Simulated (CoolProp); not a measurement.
The numbers come from the reference Helmholtz-energy equation of state, Setzmann 1991 in CoolProp.

**Question.** For methane, give the phase and the cv (kJ/(kg K)), conductivity (mW/(m K)) at 118.1 K and 101 kPa; 164.3 K and 101 kPa; 210.6 K and 101 kPa.

**Answer.** 
- 118.1 K and 101 kPa: gas; cv 1.60, conductivity 12.2
- 164.3 K and 101 kPa: gas; cv 1.57, conductivity 17.6
- 210.6 K and 101 kPa: gas; cv 1.58, conductivity 23.0

Thermal conductivity comes from a separate model (Friend 1989).
